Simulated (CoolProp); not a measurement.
n-perfluorohexane along the isotherm 450 K: fugacity coefficient from the reference equation and from simpler models built on Tc = 448.0 K, pc = 1.742 MPa, ω = 0.497; each cubic takes its own stable root.

The numbers come from the reference Helmholtz-energy equation of state, Gao 2022 in CoolProp.

```
p (MPa)          phase  reference
-------  -------------  ---------
0.871              gas     0.8310
1.74               gas     0.6590
2.61     supercritical     0.4813
3.48     supercritical     0.3886
4.35     supercritical     0.3333
5.22     supercritical     0.2972
6.1      supercritical     0.2718
6.97     supercritical     0.2538
7.84     supercritical     0.2404
8.71     supercritical     0.2303
```

How far does each simpler model (Redlich-Kwong, Peng-Robinson) lie from the reference over these 10 states: mean and median of the absolute difference, and the worst?


- Redlich-Kwong: mean 7.9 %, median 8.6 %, worst +13.9 % at 450 K and 8.71 MPa
- Peng-Robinson: mean 2.2 %, median 2.2 %, worst +3.6 % at 450 K and 8.71 MPa
